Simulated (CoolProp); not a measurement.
Vapour-liquid equilibrium of p-xylene (1) + n-decane (2) at 0.265 MPa; x and y are mole fractions of (1).

Computed with CoolProp (multi-fluid Helmholtz-energy mixture model, Zhou 2012 and Lemmon 2006; pair parameters Bell 2016).

Give the bubble temperature and the first vapour's composition at x = 0.15, 0.55, 0.75. Is there an azeotrope?

x = 0.15: 481.5 K, y = 0.262; x = 0.55: 465.0 K, y = 0.714; x = 0.75: 458.5 K, y = 0.860. No azeotrope shows between x = 0.05 and 0.95.

The pair parameters rest on a limited set of measurements; away from them the model extrapolates.
